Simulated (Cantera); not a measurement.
An isothermal, constant-pressure homogeneous reactor starts with NO : N2 = 0.33 : 5.8 (molar parts), at 2100 K and 13300 Pa.

Computed with Cantera and GRI-Mech 3.0 (53 species, 325 reactions).

x: mole fraction; the columns are a selection and need not sum to one.

```json
[
 {"t (s)": "0.000600", "x NO": "0.0538", "x N2O": "4.49e-7", "x NO2": "6.28e-9", "x O2": "3.07e-9", "x O": "6.20e-7", "x N2": "0.946"},
 {"t (s)": "0.00162", "x NO": "0.0538", "x N2O": "9.18e-7", "x NO2": "2.67e-8", "x O2": "2.54e-8", "x O": "1.96e-6", "x N2": "0.946"},
 {"t (s)": "0.00437", "x NO": "0.0538", "x N2O": "1.35e-6", "x NO2": "9.78e-8", "x O2": "2.23e-7", "x O": "6.38e-6", "x N2": "0.946"},
 {"t (s)": "0.0118", "x NO": "0.0538", "x N2O": "1.45e-6", "x NO2": "3.05e-7", "x O2": "1.93e-6", "x O": "1.92e-5", "x N2": "0.946"},
 {"t (s)": "0.0319", "x NO": "0.0537", "x N2O": "1.44e-6", "x NO2": "8.15e-7", "x O2": "1.56e-5", "x O": "5.18e-5", "x N2": "0.946"},
 {"t (s)": "0.0861", "x NO": "0.0535", "x N2O": "1.41e-6", "x NO2": "___", "x O2": "___", "x O": "___", "x N2": "0.946"},
 {"t (s)": "0.232", "x NO": "0.0526", "x N2O": "1.35e-6", "x NO2": "2.33e-6", "x O2": "0.000558", "x O": "0.000156", "x N2": "0.947"},
 {"t (s)": "0.627", "x NO": "0.0495", "x N2O": "1.19e-6", "x NO2": "3.08e-6", "x O2": "0.00203", "x O": "0.000213", "x N2": "0.948"},
 {"t (s)": "1.69", "x NO": "0.0400", "x N2O": "7.81e-7", "x NO2": "3.99e-6", "x O2": "0.00674", "x O": "0.000335", "x N2": "0.953"},
 {"t (s)": "4.57", "x NO": "___", "x N2O": "___", "x NO2": "___", "x O2": "___", "x O": "___", "x N2": "0.964"},
 {"t (s)": "12.3", "x NO": "0.00451", "x N2O": "8.81e-8", "x NO2": "8.24e-7", "x O2": "0.0244", "x O": "0.000598", "x N2": "0.971"},
 {"t (s)": "33.3", "x NO": "0.00380", "x N2O": "8.61e-8", "x NO2": "6.99e-7", "x O2": "0.0247", "x O": "0.000602", "x N2": "0.971"},
 {"t (s)": "90.0", "x NO": "0.00380", "x N2O": "8.61e-8", "x NO2": "6.99e-7", "x O2": "0.0247", "x O": "0.000602", "x N2": "0.971"}
]
```

### Question
Some entries are withheld; supply them.

### Answer

- 0.0861, x NO2: 1.68e-6
- 0.0861, x O2: 0.000112
- 0.0861, x O: 0.000110
- 4.57, x NO: 0.0183
- 4.57, x N2O: 2.16e-7
- 4.57, x NO2: 2.85e-6
- 4.57, x O2: 0.0175
- 4.57, x O: 0.000512
